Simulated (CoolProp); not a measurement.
Vapour pressure (MPa) of dodecamethylcyclohexasiloxane (D6): the reference equation beside estimates from Tc = 645.8 K, pc = 0.9614 MPa, ω = 0.736.

Model: reference Helmholtz-energy equation of state, Colonna 2008, in CoolProp. It is a short technical equation, of lower accuracy than the large ones.

```tsv
T (K)	reference	Redlich-Kwong	Soave-Redlich-Kwong	Peng-Robinson
469.9	0.03017	0.1156	0.03051	0.03148
485	0.04558	0.1482	0.04639	0.04741
500.1	0.06671	0.1868	0.06831	0.06927
515.1	0.09473	0.2316	0.09753	0.09829
530.2	0.1316	0.2836	0.1361	0.1365
545.3	…	0.3431	…	…
560.3	0.2383	0.4101	…	0.2469
575.4	0.3130	0.4858	0.3257	0.3238
590.4	0.4047	…	0.4203	0.4176
605.5	0.5182	0.6635	0.5355	0.5322
```

Question: What belongs in the gaps?

Answer: 
- 545.3, reference: 0.1789
- 545.3, Soave-Redlich-Kwong: 0.1857
- 545.3, Peng-Robinson: 0.1855
- 560.3, Soave-Redlich-Kwong: 0.2479
- 590.4, Redlich-Kwong: 0.5698

Absolute difference from the reference over all 10 rows, mean and median: Redlich-Kwong 123.6 and 103.6 %, Soave-Redlich-Kwong 3.1 and 3.4 %, Peng-Robinson 3.6 and 3.7 %.
